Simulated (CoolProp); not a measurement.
Computed with CoolProp (reference Helmholtz-energy equation of state, Thol 2012).

For benzene, give the phase and the cp (kJ/(kg K)), cv (kJ/(kg K)), speed of sound (m/s), isothermal compressibility (1/MPa) at 620 K and 0.526 MPa; 620 K and 5.26 MPa; 620 K and 5.78 MPa.


- 620 K and 0.526 MPa: gas; cp 2.12, cv 2.00, speed of sound 257, isothermal compressibility 1.95
- 620 K and 5.26 MPa: supercritical; cp 2.65, cv 2.08, speed of sound 190, isothermal compressibility 0.302
- 620 K and 5.78 MPa: supercritical; cp 2.81, cv 2.10, speed of sound 182, isothermal compressibility 0.298
